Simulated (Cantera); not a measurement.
Gas mixture: H2O = 0.89 (molar parts), at 850 Pa, frozen composition.

Cantera's kinetic-theory transport with the Lennard-Jones parameters of GRI-Mech 3.0, ideal gas; thermal conductivity in the mixture-averaged form. Polar gases are described roughly by these parameters.

D: mixture-averaged diffusion coefficient of that species in the mixture.

| T (K) | ρ (kg/m³) | cp (J/kg/K) | μ (µPa s) | λ (mW/m/K) | Pr | D (cm²/s) O | D (cm²/s) H2 | D (cm²/s) CH3 |
|---|---|---|---|---|---|---|---|---|
| 400 | 0.00460 | 1902 | 14.0 | [?] | 0.718 | 77.2 | 173 | 48.9 |
| 550 | 0.00335 | 1985 | 19.6 | [?] | 0.718 | 138 | 306 | 89.1 |
| 700 | 0.00263 | 2082 | 25.2 | [?] | 0.716 | 212 | 465 | 139 |
| 850 | 0.00217 | 2185 | 30.8 | [?] | 0.713 | 297 | 649 | 196 |
| 1000 | 0.00184 | 2292 | 36.2 | [?] | 0.712 | 393 | 856 | 261 |
| 1150 | 0.00160 | 2401 | 41.5 | [?] | 0.713 | 499 | 1080 | 333 |
| 1300 | 0.00142 | 2502 | 46.7 | [?] | 0.715 | 614 | 1330 | 411 |
| 1450 | 0.00127 | 2596 | 51.6 | [?] | 0.716 | 738 | 1600 | 496 |
| 1600 | 0.00115 | 2681 | 56.4 | [?] | 0.718 | 871 | 1880 | 586 |

Problem. Fill in the missing entries.

Solution. 
- 400, λ (mW/m/K): 37.0
- 550, λ (mW/m/K): 54.2
- 700, λ (mW/m/K): 73.4
- 850, λ (mW/m/K): 94.5
- 1000, λ (mW/m/K): 117
- 1150, λ (mW/m/K): 140
- 1300, λ (mW/m/K): 163
- 1450, λ (mW/m/K): 187
- 1600, λ (mW/m/K): 211
